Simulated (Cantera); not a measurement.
# Thermodynamics of boron, boron nitride and boron oxide, feed B2O3 + N2 + H2

Charge: 1 mol B2O3, 0.65 mol N2, 0.92 mol H2, equilibrated at 0.00470 bar.

Equilibrium computed with Cantera from the NASA thermochemical tables; the gas is ideal and each condensed phase is pure. Candidate condensed phases: B, BN, B2O3, B3O3H3, H2O; 39 gas species. N2 is the only nitrogen source here; it is nearly inert below about 1500 K, so the nitride shown seldom forms there in practice. Mutual solubility and eutectic melting of coexisting phases are not modelled. Rates play no part.

```
T (K)   x H2   x N2    x B2O3   x HBO2      x BO       x H     x HBO    x B2O2     x H2O   n BN(s)  n B2O3(l)
-----  -----  -----  --------  -------  --------  --------  --------  --------  --------  --------  ---------
923    0.585  0.414  1.30e-11  1.78e-6    <1e-12   2.73e-9   2.23e-9    <1e-12  0.000726  0.000761      1.000
1123   0.585  0.414   1.32e-7  9.71e-5  8.38e-11   4.75e-7   2.00e-6  2.01e-10  0.000674  0.000755      1.000
1323   0.584  0.413   7.40e-5  0.00146   2.28e-7   1.77e-5  0.000218   1.04e-6  0.000614   0.00129      0.998
1523   0.568  0.407   0.00733   0.0101   7.47e-5  0.000254   0.00661  0.000540  0.000543   0.00180      0.973
1723   0.351  0.286     0.238   0.0678   0.00310   0.00158    0.0355    0.0158   0.00122         0      0.303
1923   0.281  0.250     0.291   0.0904    0.0168   0.00729    0.0415    0.0188   0.00258         0          0
2123   0.251  0.243     0.258    0.108    0.0535    0.0262    0.0395    0.0142   0.00571         0          0
2323   0.198  0.228     0.205    0.124     0.115    0.0707    0.0292   0.00776    0.0123         0          0
```
x: gas mole fraction; n: condensed amount in mol.

From 923 K to 1523 K the condensed part is BN(s) + B2O3(l). At 1723 K the condensed part is B2O3(l). From 1923 K to 2323 K nothing is condensed. The main B-bearing gas is HBO2 at 923 K and B2O3 at 2323 K.
